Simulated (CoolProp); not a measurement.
A simple Rankine cycle with cyclopentane: condensing at 301.15 K, boiler at 1.48 MPa, turbine inlet 476.6 K, turbine efficiency 0.9, pump efficiency 0.7, no recuperator. Each further row changes one setting.

Values from CoolProp's reference Helmholtz-energy equation of state, Gedanitz 2015.

| case | thermal efficiency (%) | net work (kJ/kg) | heat in (kJ/kg) | turbine exit temperature (K) | volume ratio over the turbine |
|---|---|---|---|---|---|
| as stated | 21.7 | 143 | 660 | 381.0 | 29.4 |
| turbine inlet 496.6 K | 21.5 | 152 | 706 | 402.9 | 29.1 |
| condensing temperature 293.15 K | 23.0 | 155 | 675 | 373.0 | 39.6 |
| boiler pressure 1.04 MPa | 19.9 | 134 | 671 | 393.5 | 20.1 |
| turbine efficiency 0.8 | 19.2 | 127 | 660 | 390.9 | 30.2 |
